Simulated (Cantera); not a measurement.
An adiabatic, constant-pressure homogeneous reactor starts with 20.1 % CH4, 16.8 % O2, 63.1 % N2, equivalence ratio 2.4, at 1400 K and 22.0 bar.

Computed with Cantera and GRI-Mech 3.0 (53 species, 325 reactions). The pressure lies above the range GRI-Mech 3.0 was tuned for (to about 10 atm).

Task: Predict: time of steepest temperature rise; temperature at 0.200 s; equilibrium temperature; x(CH4) at 0.200 s; x(O2) at 0.200 s; x(HCN) at 0.200 s.

Result: 
```json
{
 "time_of_steepest_temperature_rise": "0.365 ms",
 "temperature at 0.200 s": "2248 K",
 "equilibrium_temperature": "2248 K",
 "x(CH4) at 0.200 s": "9.30e-8 (gas-phase equilibrium 1.04e-7)",
 "x(O2) at 0.200 s": "1.93e-8 (gas-phase equilibrium 1.93e-8)",
 "x(HCN) at 0.200 s": "5.87e-6 (gas-phase equilibrium 5.72e-6)"
}
```
